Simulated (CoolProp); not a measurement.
The fluid at 293.15 K and 2.6 MPa is throttled through a valve to 1.61 MPa with no heat exchange. The same conditions are run with several fluids, on thermodynamics alone (safety and materials aside).

Computed with CoolProp (reference Helmholtz-energy equation of state of each fluid (octamethyltrisiloxane (MDM): Thol 2017; R142b: Lemmon 2006; cyclopropane: Polt 1992; CH2F2 (R32): Tillner-Roth 1997; chlorine: Thol 2021)). The equations of Platzer and Polt are older, rougher fits.

```tsv
fluid	temperature change (K)	final density (kg/m³)
octamethyltrisiloxane (MDM)	+0.4	___
R142b	+0.2	___
cyclopropane	+0.2	___
CH2F2 (R32)	___	___
chlorine	___	1410
```

**Question.** What belongs in the gaps?

**Answer.** 
- octamethyltrisiloxane (MDM), final density (kg/m³): 822
- R142b, final density (kg/m³): 1130
- cyclopropane, final density (kg/m³): 628
- CH2F2 (R32), temperature change (K): -0.1
- CH2F2 (R32), final density (kg/m³): 983
- chlorine, temperature change (K): +0.3
